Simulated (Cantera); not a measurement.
Low-pressure radical oxidation in H2/O2

An isothermal, constant-pressure homogeneous reactor starts with H2 : O2 = 0.019 : 1 (molar parts), equivalence ratio 0.0095, at 1200 K and 0.0128 atm.

Computed with Cantera and the H2/O2 subset of GRI-Mech 3.0, which has no nitrogen chemistry. Radical loss at walls, strong at low pressure, is not modelled.

| t (s) | x H2 | x O2 | x OH | x H | x HO2 | x H2O |
|---|---|---|---|---|---|---|
| 1.00e-6 | 0.0186 | 0.981 | <1e-12 | 1.62e-11 | 1.64e-11 | <1e-12 |
| 5.01e-6 | 0.0186 | 0.981 | 4.53e-12 | 7.76e-11 | 8.22e-11 | <1e-12 |
| 2.51e-5 | 0.0186 | 0.981 | 9.63e-11 | 3.18e-10 | 4.12e-10 | 4.73e-12 |
| 0.000126 | 0.0186 | 0.981 | 1.35e-9 | 9.19e-10 | 2.07e-9 | 3.70e-10 |
| 0.000632 | 0.0186 | 0.981 | 2.00e-8 | 6.31e-9 | 1.04e-8 | 2.39e-8 |
| 0.00317 | 0.0185 | 0.981 | 6.87e-5 | 2.02e-5 | 3.50e-7 | 0.000121 |
| 0.0159 | 0.000130 | 0.966 | 0.00136 | 0.00123 | 1.49e-6 | 0.0172 |
| 0.0796 | 7.68e-5 | 0.973 | 0.00105 | 0.000541 | 1.20e-6 | 0.0179 |
| 0.399 | 1.50e-5 | 0.979 | 0.000467 | 4.58e-5 | 5.35e-7 | 0.0185 |
| 2.00 | 1.08e-6 | 0.981 | 0.000126 | 8.88e-7 | 9.54e-8 | 0.0188 |
x: mole fraction; the columns are a selection and need not sum to one.

Equilibrium at this temperature and pressure: H2 2.13e-9, O2 0.981, OH 5.67e-6, H 8.04e-11, HO2 6.24e-9, H2O 0.0188 (gas phase only).
